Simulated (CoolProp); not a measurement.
Vapour-liquid equilibrium of ethylene (1) + carbon dioxide (2) at 224.1 K; x and y are mole fractions of (1).

Values from CoolProp's multi-fluid Helmholtz-energy mixture model, Smukala 2000 and Span 1996; pair parameters Bell 2016.

```json
[
 {"x": "0.05", "bubble pressure, mixture model (MPa)": "0.7809", "bubble pressure, Raoult's law (MPa)": "0.7284", "y, mixture model": "[?]", "y, Raoult's law": "0.075"},
 {"x": "0.2", "bubble pressure, mixture model (MPa)": "[?]", "bubble pressure, Raoult's law (MPa)": "0.7863", "y, mixture model": "0.343", "y, Raoult's law": "0.279"},
 {"x": "0.35", "bubble pressure, mixture model (MPa)": "[?]", "bubble pressure, Raoult's law (MPa)": "0.8442", "y, mixture model": "[?]", "y, Raoult's law": "0.454"},
 {"x": "0.5", "bubble pressure, mixture model (MPa)": "1.062", "bubble pressure, Raoult's law (MPa)": "0.9022", "y, mixture model": "[?]", "y, Raoult's law": "0.607"},
 {"x": "0.65", "bubble pressure, mixture model (MPa)": "[?]", "bubble pressure, Raoult's law (MPa)": "0.9601", "y, mixture model": "[?]", "y, Raoult's law": "0.742"},
 {"x": "0.8", "bubble pressure, mixture model (MPa)": "1.110", "bubble pressure, Raoult's law (MPa)": "1.018", "y, mixture model": "0.804", "y, Raoult's law": "0.861"},
 {"x": "0.95", "bubble pressure, mixture model (MPa)": "1.103", "bubble pressure, Raoult's law (MPa)": "1.076", "y, mixture model": "0.946", "y, Raoult's law": "0.967"}
]
```

What belongs in the gaps?


- 0.05, y, mixture model: 0.125
- 0.2, bubble pressure, mixture model (MPa): 0.9246
- 0.35, bubble pressure, mixture model (MPa): 1.009
- 0.35, y, mixture model: 0.472
- 0.5, y, mixture model: 0.579
- 0.65, bubble pressure, mixture model (MPa): 1.096
- 0.65, y, mixture model: 0.685

The largest gap from Raoult's law is +19.5 % in bubble pressure, at x = 0.35. y crosses x between x = 0.8 and 0.95: the model has an azeotrope there.

Pair parameters are fitted to limited data, so mixtures are less certain than the pure fluids.
